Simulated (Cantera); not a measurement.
A perfectly stirred reactor is fed with H2 : O2 : N2 : H2O = 0.73 : 1 : 1.9 : 0.083 (molar parts), equivalence ratio 0.36, at 100.0 Torr; it is held at 1073 K, and followed from long to short residence time.

Computed with Cantera and GRI-Mech 3.0 (53 species, 325 reactions). The temperature is held fixed by assumption; the heat of reaction is taken as removed at once.

x: mole fraction; the columns are a selection and need not sum to one.

```tsv
τ (s)	x H2	x O2	x HO2	x H	x NO
18	7.28e-5	0.190	(withheld)	8.27e-7	5.77e-8
6.0	0.000153	0.190	(withheld)	2.50e-6	4.01e-8
2.0	0.000319	0.190	(withheld)	7.51e-6	3.08e-8
0.67	0.000650	0.190	(withheld)	2.24e-5	3.06e-8
0.23	0.00127	0.190	(withheld)	6.53e-5	4.22e-8
0.076	0.00248	0.190	(withheld)	0.000196	7.39e-8
0.026	0.00460	0.191	(withheld)	0.000566	1.36e-7
0.0086	0.00854	0.192	(withheld)	0.00166	2.51e-7
0.0029	0.0154	0.194	4.07e-5	0.00463	4.30e-7
0.00097	0.0276	0.198	4.18e-5	0.0120	6.49e-7
0.00032	0.0492	0.206	4.00e-5	0.0263	7.18e-7
```

Question: What belongs in the gaps?

Answer: 
- 18, x HO2: 2.24e-6
- 6.0, x HO2: 4.27e-6
- 2.0, x HO2: 7.68e-6
- 0.67, x HO2: 1.27e-5
- 0.23, x HO2: 1.88e-5
- 0.076, x HO2: 2.57e-5
- 0.026, x HO2: 3.20e-5
- 0.0086, x HO2: 3.73e-5
